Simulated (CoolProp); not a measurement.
Vapour-liquid equilibrium of CH2F2 (R32) (1) + R125 (2) at 50 kPa; x and y are mole fractions of (1).

Model: multi-fluid Helmholtz-energy mixture model, Tillner-Roth 1997 and Lemmon 2005; pair parameters Lemmon 2004, in CoolProp.

Task: Give the bubble temperature and the first vapour's composition at x = 0.5, 0.65, 0.8. Is there an azeotrope?

Result: x = 0.5: -63.8 °C, y = 0.554; x = 0.65: -64.3 °C, y = 0.686; x = 0.8: -64.6 °C, y = 0.813. y crosses x between x = 0.8 and 0.95: the model has an azeotrope there.

Pair parameters are fitted to limited data, so mixtures are less certain than the pure fluids.
